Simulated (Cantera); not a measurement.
Charge: 1 mol SiC, 3.1 mol H2, at 4.00 bar.

These are equilibrium values from Cantera (NASA tables, ideal gas, pure condensed phases), not measurements of a reactor. Candidate condensed phases: C, C6H6, C7H8, C8H18, Si, SiC; 87 gas species. Mutual solubility and eutectic melting of coexisting phases are not modelled. Gases not in the tables: Si2H6 and higher silanes. The numbers say what is thermodynamically allowed, not how fast it happens.

log p: log10 of the partial pressure in bar; n: condensed amount in mol.

```tsv
T (K)	log p H2	log p H	log p CH4	log p SiH2	log p SiH	log p SiH4	n Si(s)	n SiC(s)	n Si(l)
1473	0.60	-4.60	-3.51	-5.38	-7.41	-4.80	0.000223	1.000	0
1523	0.60	[?]	-3.53	[?]	[?]	-4.77	0.000208	1.000	0
1573	0.60	-4.09	-3.55	-4.83	-6.58	-4.75	0.000192	1.000	0
1623	0.60	-3.86	-3.57	-4.59	-6.20	-4.72	0.000173	1.000	0
1673	0.60	[?]	-3.59	[?]	[?]	-4.70	[?]	1.000	0
1723	0.60	-3.44	-3.57	-4.17	-5.55	-4.71	0	1.000	0.000137
1773	0.60	-3.24	-3.54	-4.01	-5.28	-4.73	0	1.000	0.000126
1823	0.60	-3.06	-3.52	-3.85	-5.02	-4.75	0	1.000	0.000104
1873	0.60	-2.89	-3.49	-3.71	-4.78	-4.77	0	1.000	0
1923	0.60	-2.73	-3.47	-3.57	-4.56	-4.79	0	1.000	0
```

Q: Fill in the missing entries.

A: 
- 1673, log p H: -3.64
- 1673, log p SiH2: -4.36
- 1673, log p SiH: -5.85
- 1673, n Si(s): 0.000150
- 1523, log p H: -4.34
- 1523, log p SiH2: -5.10
- 1523, log p SiH: -6.98
